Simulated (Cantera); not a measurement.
**Premixed flame**

A freely propagating, adiabatic, planar premixed flame of 42.8 % H₂, 12.7 % O₂, 44.5 % N₂, equivalence ratio 1.7, unburnt at 375 K and 0.560 bar; mixture-averaged transport, grid criteria slope 0.08 and curve 0.16, no radiation.

Cantera simulation using the H2/O2 subset of GRI-Mech 3.0, which has no nitrogen chemistry; the numbers are that mechanism's predictions, not measurements. Burning velocities carry a grid error of a few per cent, more on coarse grids.

| z (mm) | T (K) | u (m/s) | x H₂ | x O₂ | x H | x H₂O | x HO₂ | x H₂O₂ |
|---|---|---|---|---|---|---|---|---|
| -2.36 | 375 | 4.36 | 0.428 | 0.127 | <1e-8 | <1e-8 | <1e-8 | <1e-8 |
| -1.57 | 375 | 4.36 | 0.428 | 0.127 | <1e-8 | <1e-8 | <1e-8 | <1e-8 |
| -1.18 | 375 | 4.36 | 0.428 | 0.127 | <1e-8 | <1e-8 | <1e-8 | <1e-8 |
| -0.786 | 375 | 4.36 | 0.428 | 0.127 | <1e-8 | 1.32e-8 | 1.02e-8 | <1e-8 |
| -0.393 | 386 | 4.47 | 0.425 | 0.128 | 1.36e-5 | 0.000170 | 0.000100 | 4.02e-6 |
| -0.197 | 659 | 7.43 | 0.391 | 0.122 | 0.00668 | 0.0201 | 0.000171 | 5.22e-5 |
| 0 | 1120 | 12.2 | 0.284 | 0.0851 | 0.0490 | 0.104 | 5.47e-5 | 2.32e-6 |
| 0.197 | 1422 | 15.4 | 0.179 | 0.0246 | 0.0901 | 0.218 | 1.47e-5 | 1.18e-6 |
| 0.393 | 1552 | 16.7 | 0.152 | 0.00615 | 0.0955 | 0.254 | 3.50e-6 | 8.02e-7 |
| 0.786 | 1674 | 17.9 | 0.154 | 0.00248 | 0.0842 | 0.263 | 1.32e-6 | 5.25e-7 |
| 1.57 | 1804 | 19.1 | 0.163 | 0.00174 | 0.0679 | 0.267 | 8.59e-7 | 2.97e-7 |
| 3.14 | 1934 | 20.2 | 0.171 | 0.00112 | 0.0513 | 0.272 | 5.39e-7 | 1.54e-7 |
| 6.29 | 2049 | 21.2 | 0.178 | 0.000616 | 0.0365 | 0.278 | 3.13e-7 | 7.86e-8 |
x: mole fraction of selected species; z is measured from the peak of heat release.

```json
{
  "laminar_burning_velocity": "436 cm/s",
  "thermal_thickness": "0.786 mm",
  "peak x(H)": "0.0960",
  "peak x(HO₂)": "0.000320",
  "peak x(H₂O₂)": "5.88e-5",
  "grid_points": "127"
}
```
